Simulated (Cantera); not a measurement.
A closed system holds: 1 mol Si, 0.062 mol H₂O, 28 mol H₂, 0.0011 mol O₂, at 100 Torr.

These are equilibrium values from Cantera (NASA tables, ideal gas, pure condensed phases), not measurements of a reactor. Candidate condensed phases: H₂O, Si, SiO₂; 18 gas species. Mutual solubility and eutectic melting of coexisting phases are not modelled. The tables hold silica as quartz up to 1696 K and as liquid above; real silica turns to tridymite and cristobalite and melts near 1996 K. Gases not in the tables: Si₂H₆ and higher silanes. Rates play no part.

Question: Which condensed phases are stable at each of these points (T (K)): 900, 1000, 1100, 1200, 1300, 1400, 1500, 1600, 1700, 1800, 1900, 2000, 2100, 2200?

Answer: 
```csv
T (K),condensed phases,Si condensed (%)
900,Si(s) + SiO₂(β-quartz),100.0
1000,Si(s) + SiO₂(β-quartz),100.0
1100,Si(s) + SiO₂(β-quartz),100.0
1200,Si(s) + SiO₂(β-quartz),100.0
1300,Si(s) + SiO₂(β-quartz),99.8
1400,Si(s) + SiO₂(β-quartz),98.5
1500,Si(s),93.6
1600,Si(s),93.6
1700,Si(l),93.5
1800,Si(l),93.4
1900,Si(l),93.1
2000,Si(l),92.1
2100,Si(l),89.6
2200,Si(l),83.3
```

From 900 K to 1400 K the condensed part is Si(s) + SiO₂(β-quartz). From 1500 K to 1600 K the condensed part is Si(s). From 1700 K to 2200 K the condensed part is Si(l).
